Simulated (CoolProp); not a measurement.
A simple Rankine cycle with trans-2-butene: condensing at 300.15 K, boiler at 1.6 MPa, turbine inlet 416.2 K, turbine efficiency 0.75, pump efficiency 0.7, no recuperator. Each further row changes one setting.

Model: reference Helmholtz-energy equation of state, Lemmon 2005, in CoolProp. It is a short technical equation, of lower accuracy than the large ones.

| case | thermal efficiency (%) | net work (kJ/kg) | heat in (kJ/kg) | turbine exit temperature (K) | volume ratio over the turbine |
|---|---|---|---|---|---|
| as stated | 12.2 | 68.1 | 559 | 363.1 | 6.53 |
| turbine inlet 436.2 K | 12.1 | 73.3 | 604 | 384.4 | 6.41 |
| condensing temperature 292.15 K | 13.4 | 77.5 | 577 | 357.1 | 8.36 |
| boiler pressure 1.12 MPa | 10.2 | 58.4 | 572 | 375.5 | 4.43 |
| turbine efficiency 0.65 | 10.5 | 58.6 | 559 | 368.2 | 6.63 |
